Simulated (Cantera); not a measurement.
# Thermodynamics of silicon carbide growth, feed SiH₄ + C₂H₄ + H₂ + C₂H₂

Input: 1 mol SiH₄, 1.3 mol C₂H₄, 13 mol H₂, 0.026 mol C₂H₂, equilibrated at 8.50 mbar.

Equilibrium computed with Cantera from the NASA thermochemical tables; the gas is ideal and each condensed phase is pure. Candidate condensed phases: C, C₆H₆, C₇H₈, C₈H₁₈, Si, SiC; 87 gas species. Gases not in the tables: Si₂H₆ and higher silanes. Rates play no part.

```json
[
 {"T (°C)": "1350", "x H₂": "0.999", "x H": "0.000749", "x Si": "2.09e-7", "x SiC₂": "9.63e-10", "x C₂H₂ (acetylene)": "3.48e-5", "n C(graphite)": "1.65", "n SiC(s)": "1.000"},
 {"T (°C)": "1450", "x H₂": "0.998", "x H": "0.00198", "x Si": "1.93e-6", "x SiC₂": "1.76e-8", "x C₂H₂ (acetylene)": "9.03e-5", "n C(graphite)": "1.65", "n SiC(s)": "1.000"},
 {"T (°C)": "1550", "x H₂": "0.995", "x H": "0.00469", "x Si": "1.39e-5", "x SiC₂": "2.31e-7", "x C₂H₂ (acetylene)": "0.000210", "n C(graphite)": "1.64", "n SiC(s)": "1.000"},
 {"T (°C)": "1650", "x H₂": "0.989", "x H": "0.0102", "x Si": "8.14e-5", "x SiC₂": "2.32e-6", "x C₂H₂ (acetylene)": "0.000447", "n C(graphite)": "1.64", "n SiC(s)": "0.998"},
 {"T (°C)": "1750", "x H₂": "0.978", "x H": "0.0204", "x Si": "0.000399", "x SiC₂": "1.84e-5", "x C₂H₂ (acetylene)": "0.000874", "n C(graphite)": "1.63", "n SiC(s)": "0.992"},
 {"T (°C)": "1850", "x H₂": "0.958", "x H": "0.0381", "x Si": "0.00168", "x SiC₂": "0.000119", "x C₂H₂ (acetylene)": "0.00159", "n C(graphite)": "1.63", "n SiC(s)": "0.963"},
 {"T (°C)": "1950", "x H₂": "0.923", "x H": "0.0668", "x Si": "0.00622", "x SiC₂": "0.000652", "x C₂H₂ (acetylene)": "0.00268", "n C(graphite)": "1.67", "n SiC(s)": "0.854"},
 {"T (°C)": "2050", "x H₂": "0.860", "x H": "0.110", "x Si": "0.0205", "x SiC₂": "0.00306", "x C₂H₂ (acetylene)": "0.00416", "n C(graphite)": "1.87", "n SiC(s)": "0.464"},
 {"T (°C)": "2150", "x H₂": "0.778", "x H": "0.170", "x Si": "0.0359", "x SiC₂": "0.00739", "x C₂H₂ (acetylene)": "0.00602", "n C(graphite)": "2.05", "n SiC(s)": "0"},
 {"T (°C)": "2250", "x H₂": "0.694", "x H": "0.251", "x Si": "0.0345", "x SiC₂": "0.00955", "x C₂H₂ (acetylene)": "0.00827", "n C(graphite)": "1.85", "n SiC(s)": "0"},
 {"T (°C)": "2350", "x H₂": "0.593", "x H": "0.352", "x Si": "0.0314", "x SiC₂": "0.0114", "x C₂H₂ (acetylene)": "0.0105", "n C(graphite)": "1.59", "n SiC(s)": "0"}
]
```
x: gas mole fraction; n: condensed amount in mol.

From 1350 °C to 2050 °C the condensed part is C(graphite) + SiC(s). From 2150 °C to 2350 °C the condensed part is C(graphite). The main Si-bearing gas is Si throughout.
